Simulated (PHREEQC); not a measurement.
Dissolve 0.013 mol/kgw FeSO4 at 20 °C. Closed to the air; pH follows from the charge balance.

Computed with PHREEQC (ion-association model, phreeqc.dat).

| Item | Value |
|---|---|
| pH | 6.06 |
| ionic strength | 0.0373 mol/kgw |
| specific conductance | 1740 µS/cm |

```csv
species,molality,activity,log γ
SO4-2,0.00933,0.00470,-0.298
Fe+2,0.00933,0.00486,-0.283
FeSO4,0.00367,0.00370,0.004
FeOH+,1.44e-6,1.21e-6,-0.074
H+,1.00e-6,8.66e-7,-0.062
HSO4-,4.24e-7,3.55e-7,-0.076
FeHSO4+,2.48e-8,2.08e-8,-0.076
OH-,9.49e-9,7.90e-9,-0.080
```

Precipitation was switched off in this run. Complexes and solids missing from the database can't appear.
